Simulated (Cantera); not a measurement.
**Ignition delay**

Mixture: 7.80 % CH₄, 14.2 % O₂, 78.0 % N₂, equivalence ratio 1.1, at 19.0 bar, adiabatic and at constant volume. Ignition delay is the time to a rise of 400 K.

Detailed kinetics in Cantera: GRI-Mech 3.0 (53 species, 325 reactions). The pressure lies above the range GRI-Mech 3.0 was tuned for (to about 10 atm).

```json
[
 {"T0 (K)": "1048", "delay (ms)": "25.2"},
 {"T0 (K)": "1098", "delay (ms)": "12.0"},
 {"T0 (K)": "1148", "delay (ms)": "6.10"},
 {"T0 (K)": "1198", "delay (ms)": "3.29"},
 {"T0 (K)": "1248", "delay (ms)": "1.84"},
 {"T0 (K)": "1298", "delay (ms)": "1.07"},
 {"T0 (K)": "1348", "delay (ms)": "0.633"}
]
```

```json
{
  "apparent activation energy between 1248 and 1348 K": "150 kJ/mol"
}
```
